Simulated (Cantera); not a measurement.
## Diamond growth

A diamond (100) surface in a fixed gas of H2 with x(CH4) = 0.016, x(CH3) = 1.6e-05, at 1400 K, 15000 Pa; coverages are run to steady state.

Computed with Cantera and the Harris–Goodwin 1993 mechanism for the reconstructed diamond (100) surface.

| x(H) | growth (µm/h) | θ c6HH | θ c6H* | θ c6*H | θ c6** |
|---|---|---|---|---|---|
| 0.0001 | 0.00540 | 0.712 | 0.0281 | 0.257 | 0.00317 |
| 0.00021 | 0.0255 | 0.590 | 0.0396 | 0.362 | 0.00844 |
| 0.00044 | 0.0865 | 0.486 | 0.0489 | 0.447 | 0.0181 |
| 0.00093 | 0.211 | 0.413 | 0.0548 | 0.501 | 0.0315 |
| 0.002 | 0.388 | 0.369 | 0.0578 | 0.528 | 0.0452 |
| 0.0041 | 0.569 | 0.346 | 0.0591 | 0.540 | 0.0550 |
| 0.0087 | 0.784 | 0.334 | 0.0598 | 0.544 | 0.0616 |
| 0.018 | 1.07 | 0.328 | 0.0603 | 0.546 | 0.0651 |
| 0.039 | 1.53 | 0.325 | 0.0610 | 0.547 | 0.0672 |
θ: site fractions in the mechanism's names (c6HH fully hydrogenated, c6H* and c6*H radical sites, c6** diradical, c6HM methylated).
